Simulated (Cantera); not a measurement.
An isothermal, constant-pressure homogeneous reactor starts with CH4 : H2O = 1 : 0.56 (molar parts), at 2025 K and 0.148 atm.

Cantera simulation using GRI-Mech 3.0 (53 species, 325 reactions); the numbers are that mechanism's predictions, not measurements. GRI-Mech 3.0 stops at C3 and has no aromatics, soot or wall deposition, so with more carbon than oxygen in the feed, carbon stays in small species such as C2H2 where larger ones or solid carbon would form.

One state of this run: x CH4 = 0.00157; x H2O = 0.00244; x HCO = 3.89e-8; x C2H2 = 0.0710; x C2H6 = 3.74e-8; x CO = 0.177; x HO2 = <1e-12. x: mole fraction; the columns are a selection and need not sum to one.

### Question
Which value of t (s) does it belong to?
(A) 0.511
(B) 0.000478
(C) 0.214
(D) 1.22

### Answer
C, 0.214
